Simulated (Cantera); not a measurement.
# Tantalum, niobium, vanadium and zirconium in process gases: Ta(OEt)5 + H2O

Input: 1 mol Ta(OEt)5, 4 mol H2O, held at 1.10e-6 bar.

Equilibrium computed with Cantera from the NASA thermochemical tables; the gas is ideal and each condensed phase is pure. Candidate condensed phases: C, C6H6, C7H8, C8H18, H2O, Ta, TaC, Ta2O5; 113 gas species. The feed counts by its element totals alone. TaC: taken at fixed stoichiometry. Condensed phases not in the tables: Ta2C. Rates play no part.

From 1100 K to 2400 K the condensed part is TaC(s).

```
T (K)       x H     x H2   x CO       x C  n TaC(s)
-----  --------  -------  -----  --------  --------
1100    1.98e-5    0.647  0.353    <1e-12      1.00
1200   0.000151    0.647  0.353    <1e-12      1.00
1300   0.000848    0.646  0.353    <1e-12      1.00
1400    0.00372    0.644  0.352    <1e-12      1.00
1500     0.0134    0.636  0.351    <1e-12      1.00
1600     0.0406    0.614  0.346  1.10e-11      1.00
1700      0.105    0.560  0.334  1.54e-10      1.00
1800      0.231    0.457  0.312   1.62e-9      1.00
1900      0.417    0.304  0.279   1.44e-8      1.00
2000      0.602    0.151  0.247   1.03e-7     1.000
2100      0.715   0.0580  0.227   6.21e-7     1.000
2200      0.761   0.0201  0.219   3.37e-6     1.000
2300      0.777  0.00709  0.216   1.74e-5     0.999
2400      0.782  0.00266  0.215   8.80e-5     0.997
```
x: gas mole fraction; n: condensed amount in mol.
